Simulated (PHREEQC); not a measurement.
Synthetic water in mmol/kgw, 55 °C, pH 7.22: Na 111; K 0.0143; Ca 10.3; Mg 1.84; Cl 104; S(6) 17.6; Alkalinity (meq/kgw) 0.436; B 2.37.

Cl is adjusted to close the charge balance.
Valence states are taken as typed.

All values are PHREEQC results (Pitzer model, pitzer.dat), not measurements.

No solid was allowed to form.

Question: Order these C species by the share of C that they hold, largest first: HCO3-, CO2, CO3-2.

Answer: HCO3- (92 %), CO2 (8.0 %), CO3-2 (0.34 %)

The pH is 7.22 and the ionic strength 0.165 mol/kgw. At this temperature some constants are extrapolated from 25 °C, and those without enthalpy data are left unchanged.
